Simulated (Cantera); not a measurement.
Thermodynamics of hydrogen reduction and annealing atmospheres, feed Cu₂O + H₂

Feed: 1 mol Cu₂O, 0.81 mol H₂, equilibrated at 825 Torr.

Equilibrium computed with Cantera from the NASA thermochemical tables; the gas is ideal and each condensed phase is pure. Candidate condensed phases: Cu, CuO, Cu(OH)₂, Cu₂O, H₂O; 12 gas species. Each liquid is taken as pure. Mutual solubility and eutectic melting of coexisting phases are not modelled. The numbers say what is thermodynamically allowed, not how fast it happens.

```
T (K)  x H₂O      x O₂      x Cu      x OH      x H₂       x O     x CuO       x H  n Cu(s)  n Cu₂O(s)  n Cu(l)  n Cu₂O(l)
-----  -----  --------  --------  --------  --------  --------  --------  --------  -------  ---------  -------  ---------
1000   1.000  9.53e-11  1.42e-11   1.64e-9   8.53e-6    <1e-12    <1e-12  6.32e-12     1.62      0.190        0          0
1150   1.000   1.81e-8   2.63e-9   7.79e-8   3.04e-5  1.07e-12    <1e-12  3.92e-10     1.62      0.190        0          0
1300   1.000   1.00e-6   1.43e-7   1.51e-6   8.28e-5  1.69e-10  4.48e-11   9.60e-9     1.62      0.190        0          0
1450   1.000   3.16e-5   3.13e-6   1.71e-5  0.000161   1.08e-8   4.06e-9   1.14e-7        0      0.190     1.62          0
1600   0.999  0.000354   3.61e-5  0.000111  0.000336   2.60e-7   1.23e-7   9.50e-7        0          0     1.62      0.190
1750   0.997   0.00172  0.000271  0.000469  0.000764   2.96e-6   1.66e-6   6.13e-6        0          0     1.62      0.188
1900   0.989   0.00635   0.00147   0.00157   0.00154   2.27e-5   1.45e-5   2.97e-5        0          0     1.64      0.180
2050   0.967    0.0189   0.00616   0.00432   0.00280  0.000128   9.06e-5  0.000114        0          0     1.68      0.159
2200   0.915    0.0477    0.0211    0.0102   0.00455  0.000563  0.000433  0.000362        0          0     1.77      0.105
```
x: gas mole fraction; n: condensed amount in mol.

From 1000 K to 1300 K the condensed part is Cu(s) + Cu₂O(s). At 1450 K the condensed part is Cu(l) + Cu₂O(s). From 1600 K to 2200 K the condensed part is Cu(l) + Cu₂O(l).
